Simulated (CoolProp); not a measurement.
Properties of carbon monoxide along the isotherm 162.8 K.

Computed with CoolProp (reference Helmholtz-energy equation of state, Lemmon 2006). It is a short technical equation, of lower accuracy than the large ones.

```
p (MPa)          phase       Z  speed of sound (m/s)  expansivity (1/kK)  fugacity coefficient
-------  -------------  ------  --------------------  ------------------  --------------------
2.92               gas  0.8405                 245.1               10.55                0.8563
5.83     supercritical  0.6726                 243.9               19.97                0.7282
8.75     supercritical  0.5737                 286.5               23.16                0.6228
11.7     supercritical  0.5943                 359.4               15.63                0.5508
14.6     supercritical  0.6562                 421.8               11.42                0.5067
17.5     supercritical  0.7289                 473.5               9.150                0.4791
20.4     supercritical  0.8048                 517.6               7.748                0.4622
23.3     supercritical  0.8815                 556.4               6.794                0.4526
26.2     supercritical  0.9582                 591.3               6.098                0.4483
29.2     supercritical   1.037                 624.2               5.549                0.4482
32.1     supercritical   1.113                 653.5               5.129                0.4513
35       supercritical   1.187                 680.9               4.786                0.4572
```
